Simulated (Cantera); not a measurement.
A closed system holds: 1 mol Ti, 0.14 mol C₃H₈, 70 mol H₂, 9 mol H₂O, at 0.133 bar.

Equilibrium computed with Cantera from the NASA thermochemical tables; the gas is ideal and each condensed phase is pure. Candidate condensed phases: C, C₆H₆, C₇H₈, C₈H₁₈, H₂O, Ti, TiC, TiO, TiO₂, Ti₂O₃, Ti₃O₅, Ti₄O₇; 113 gas species. Gases not in the tables: TiO(OH)₂. The numbers say what is thermodynamically allowed, not how fast it happens.

Task: At 1700 K, list the 4 most abundant gas species with their mole fractions, and the condensed phases.

Result: H₂ 0.912, H₂O 0.0821, CO 0.00512, H 0.000385. Condensed: TiO₂(rutile).
